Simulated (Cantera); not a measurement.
Cantera run:

```python
import numpy as np
import cantera as ct

gas_names = """
    H HO2 H2 H2O H2O2 O OH O2 O3 Ti TiO TiO2
""".split()
cond_names = """
    H2O(s) H2O(L) Ti(a) Ti(b) Ti(L) TiO(a) TiO(b) TiO(L) TiO2(ru) TiO2(L) Ti2O3(a) Ti2O3(b) Ti2O3(L)
    Ti3O5(a) Ti3O5(b) Ti3O5(L) Ti4O7(s) Ti4O7(L)
""".split()


# ... load() reads the species with a 1 bar reference pressure and builds the phases ...
atoms = {
    'TiO2': {'Ti': 1, 'O': 2},
    'H2': {'H': 2},
    'H2O': {'H': 2, 'O': 1},
}
top_T = {}  # K; cautious upper limits of use, not melting points


# ... equilibrate(T, P, feed) seeds the gas with the atoms and calls Mixture.equilibrate('TP', solver="vcs", rtol=1e-11, max_steps=5000) ...
results = []
feed = {'TiO2': 1, 'H2': 0.83, 'H2O': 1.7}  # mol
P = 47  # Pa
for T in [1248, 1298, 1348, 1398, 1448, 1498, 1548, 1598, 1648, 1698, 1748, 1798, 1848]:
    mix = equilibrate(T, P, feed)
    results.append((T, P, feed, dict(zip(mix.species_names, mix.species_moles))))
    x = sorted(zip(gas.X, gas.species_names), reverse=True)
    print(f"T = {T:g} K  P = {P:g} Pa  gas = {mix.phase_moles(0):.4g} mol")
    print("   x: " + "  ".join(f"{s} {v:.3e}" for v, s in x if v > 0.0001))
    print("   condensed (mol): " + ("  ".join(f"{mix.phase(i).name} {mix.phase_moles(i):.4g}"
          for i in range(1, mix.n_phases) if mix.phase_moles(i) > 1e-12) or "none"))
```

It prints:

```
T = 1248 K  P = 47 Pa  gas = 2.53 mol
   x: H2O 6.719e-01  H2 3.281e-01
   condensed (mol): TiO2(ru) 1
T = 1298 K  P = 47 Pa  gas = 2.53 mol
   x: H2O 6.719e-01  H2 3.280e-01
   condensed (mol): TiO2(ru) 1
T = 1348 K  P = 47 Pa  gas = 2.53 mol
   x: H2O 6.719e-01  H2 3.280e-01
   condensed (mol): TiO2(ru) 1
T = 1398 K  P = 47 Pa  gas = 2.53 mol
   x: H2O 6.719e-01  H2 3.280e-01  H 1.250e-04
   condensed (mol): TiO2(ru) 1
T = 1448 K  P = 47 Pa  gas = 2.53 mol
   x: H2O 6.718e-01  H2 3.279e-01  H 2.435e-04
   condensed (mol): TiO2(ru) 1
T = 1498 K  P = 47 Pa  gas = 2.531 mol
   x: H2O 6.717e-01  H2 3.278e-01  H 4.538e-04
   condensed (mol): TiO2(ru) 1
T = 1548 K  P = 47 Pa  gas = 2.531 mol
   x: H2O 6.716e-01  H2 3.275e-01  H 8.129e-04
   condensed (mol): TiO2(ru) 1
T = 1598 K  P = 47 Pa  gas = 2.532 mol
   x: H2O 6.713e-01  H2 3.272e-01  H 1.404e-03  OH 1.122e-04
   condensed (mol): TiO2(ru) 1
T = 1648 K  P = 47 Pa  gas = 2.533 mol
   x: H2O 6.709e-01  H2 3.266e-01  H 2.347e-03  OH 2.166e-04
   condensed (mol): TiO2(ru) 1
T = 1698 K  P = 47 Pa  gas = 2.535 mol
   x: H2O 6.701e-01  H2 3.257e-01  H 3.806e-03  OH 4.026e-04
   condensed (mol): TiO2(ru) 1
T = 1748 K  P = 47 Pa  gas = 2.539 mol
   x: H2O 6.689e-01  H2 3.243e-01  H 6.002e-03  OH 7.222e-04
   condensed (mol): TiO2(ru) 1
T = 1798 K  P = 47 Pa  gas = 2.543 mol
   x: H2O 6.670e-01  H2 3.224e-01  H 9.222e-03  OH 1.254e-03
   condensed (mol): TiO2(ru) 1
T = 1848 K  P = 47 Pa  gas = 2.551 mol
   x: H2O 6.642e-01  H2 3.197e-01  H 1.383e-02  OH 2.113e-03
   condensed (mol): TiO2(ru) 0.9999
```

Cantera equilibrium calculation (NASA polynomials, part measured and part estimated; ideal gas, pure solids and liquids).
